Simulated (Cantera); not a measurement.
Charge: 1 mol CF4, 1.8 mol CH4, at 2225 °C and 13.3 mbar.

These are equilibrium values from Cantera (NASA tables, ideal gas, pure condensed phases), not measurements of a reactor. Candidate condensed phases: C, C6H6, C7H8, C8H18; 95 gas species. Equilibrium is a limit: real reactors are often held back by kinetics, nucleation or transport.

Base state: HF 0.677, H2 0.219, H 0.101, C2H2 (acetylene) 0.00235, F 0.000651, C2H 7.75e-5, C3 3.62e-5, CF 2.11e-5 (mole fractions); condensed: C(graphite).

**Question.** What changes in the equilibrium state with this change: temperature from 2225 °C to 1950 °C?

**Answer.** 
```tsv
species	before	after
HF	0.677	0.704
H2	0.219	0.267
H	0.101	0.0286
C3	3.62e-5	2.87e-7
C	1.22e-5	1.72e-7
C2H	7.75e-5	3.07e-6
CF	2.11e-5	8.73e-7
C4H2	1.04e-5	9.16e-7
C(graphite), mol	2.77	2.79
```
